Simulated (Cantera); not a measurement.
Standard-state values (1 bar) from the NASA 1993 polynomials, evaluated with Cantera. Values are per mole of reaction as written; species without (g) are pure solids or liquids, kept so even where they would boil at 1 bar. The tables' values for SiF2 are old estimates.

Question: Between 300 and 2373 K, where is each reaction favourable under standard conditions?
- SiCl2(g) + 4 F(g) → SiF4(g) + Cl2(g)
- 2 F(g) + Si(g) → SiF2(g)
- 4 Cl(g) + Si(g) → SiCl4(g)

Answer: 
- SiCl2(g) + 4 F(g) → SiF4(g) + Cl2(g): ΔG° is -1641 kJ at 300 K and -751 kJ at 2373 K; it stays negative (K > 1). ΔH° is -1771 kJ and ΔS° -430 J/K at 2373 K.
- 2 F(g) + Si(g) → SiF2(g): ΔG° is -1128 kJ at 300 K and -618 kJ at 2373 K; it stays negative (K > 1). ΔH° is -1214 kJ and ΔS° -251 J/K at 2373 K.
- 4 Cl(g) + Si(g) → SiCl4(g): ΔG° is -1449 kJ at 300 K and -391 kJ at 2373 K; it stays negative (K > 1). ΔH° is -1606 kJ and ΔS° -512 J/K at 2373 K.
